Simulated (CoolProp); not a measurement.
n-undecane along the isotherm 346.85 °C: density (kg/m³) from the reference equation and from simpler models built on Tc = 365.7 °C, pc = 1.990 MPa, ω = 0.539; each cubic takes its own stable root.

Model: reference Helmholtz-energy equation of state, Aleksandrov 2011, in CoolProp. It is a short technical equation, of lower accuracy than the large ones.

| p (MPa) | phase | reference | van der Waals | Redlich-Kwong | Soave-Redlich-Kwong | Peng-Robinson |
|---|---|---|---|---|---|---|
| 0.553 | gas | 19.29 | 18.56 | 18.87 | 18.95 | 19.18 |
| 1.11 | gas | 47.96 | 43.06 | 44.88 | 45.53 | 46.81 |
| 1.66 | liquid | 395.5 | 85.49 | 96.25 | 294.9 | 330.8 |
| 2.21 | liquid | 414.8 | 243.6 | 306.0 | 322.6 | 361.1 |
| 2.76 | liquid | 427.6 | 261.1 | 327.5 | 340.2 | 380.6 |
| 3.32 | liquid | 437.5 | 272.8 | 343.1 | 353.8 | 395.7 |
| 3.87 | liquid | 445.6 | 281.7 | 355.4 | 364.7 | 407.9 |
| 4.42 | liquid | 452.4 | 288.9 | 365.6 | 374.0 | 418.2 |
| 4.98 | liquid | 458.6 | 295.2 | 374.7 | 382.3 | 427.4 |

At some of these states van der Waals, Redlich-Kwong gives the other phase, because its saturation line lies elsewhere.
